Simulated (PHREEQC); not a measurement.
0.013 g of hydrous ferric oxide (600 m²/g; 0.2 weak and 0.005 strong sites per Fe, Dzombak-Morel constants, diffuse double layer) in 1 kg of water with 0.01 mol/kgw of an inert sodium salt and 5.4e-05 mol NaF, at 25 °C; the pH is set by adding NaOH or the inert anion's acid. O2 is buffered at 0.21 atm. CO2 from the air is kept out. No solid was allowed to form.

Base run: PHREEQC, ion-association model, wateq4f.dat. Each further column changes one thing. The table gives surface charge σ (C/m²).

```
pH      base  background salt from 0.01 to 0.001 mol/kgw  oxide from 0.013 to 0.065 g/kgw  5.2e-06 mol/kgw ZnSO4 added
----  ------  ------------------------------------------  -------------------------------  ---------------------------
4      0.142                                       0.060                            0.165                        0.111
4.75   0.098                                       0.037                            0.107                        0.080
5.88   0.047                                       0.017                            0.049                        0.043
6.62   0.025                                       0.009                            0.025                        0.026
7.38   0.010                                       0.003                            0.010                        0.012
8.12   0.000                                       0.000                            0.000                        0.004
9.25  -0.018                                      -0.006                           -0.018                       -0.011
10    -0.040                                      -0.016                           -0.040                       -0.028
```
